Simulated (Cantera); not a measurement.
Cantera run:

```python
import numpy as np
import cantera as ct

gas_names = """
    H HNO HNO2 HNO3 HO2 H2 H2O H2O2 N NH NH2 NH3 NH2OH NO NO2 NO3 N2 N2H2 N2H4 N2O O OH O2 O3 Si SiH
    SiH2 SiH3 SiH4 SiN SiO SiO2 Si2 Si2N Si3
""".split()
cond_names = """
    H2O(s) H2O(L) Si(cr) Si(L) SiO2(Lqz) SiO2(hqz) SiO2(L) Si2N2O(s) Si3N4(a)
""".split()


# ... load() reads the species with a 1 bar reference pressure and builds the phases ...
atoms = {
    'Si2H6': {'Si': 2, 'H': 6},
    'O3': {'O': 3},
    'N2': {'N': 2},
}
top_T = {'Si2N2O(s)': 2100, 'Si3N4(a)': 2400}  # K; cautious upper limits of use, not melting points


# ... equilibrate(T, P, feed) seeds the gas with the atoms and calls Mixture.equilibrate('TP', solver="vcs", rtol=1e-11, max_steps=5000) ...
results = []
feed = {'Si2H6': 1, 'O3': 5.1, 'N2': 9.9}  # mol
T = 1675  # K
P = 100000  # Pa
mix = equilibrate(T, P, feed)
results.append((T, P, feed, dict(zip(mix.species_names, mix.species_moles))))
x = sorted(zip(gas.X, gas.species_names), reverse=True)
print(f"T = {T:g} K  P = {P:g} Pa  gas = {mix.phase_moles(0):.4g} mol")
print("   x: " + "  ".join(f"{s} {v:.3e}" for v, s in x if v > 1e-06))
print("   condensed (mol): " + ("  ".join(f"{mix.phase(i).name} {mix.phase_moles(i):.4g}"
      for i in range(1, mix.n_phases) if mix.phase_moles(i) > 1e-12) or "none"))
```

Result:

```
T = 1675 K  P = 100000 Pa  gas = 17.05 mol
   x: N2 5.794e-01  O2 2.420e-01  H2O 1.757e-01  NO 2.424e-03  OH 4.205e-04  O 1.681e-05  NO2 8.695e-06  H2 5.507e-06
   condensed (mol): SiO2(hqz) 2
```

Cantera equilibrium calculation (NASA polynomials, part measured and part estimated; ideal gas, pure solids and liquids). The feed counts by its element totals alone. The tables hold silica as quartz up to 1696 K and as liquid above; real silica turns to tridymite and cristobalite and melts near 1996 K. Gases not in the tables: Si(OH)4.
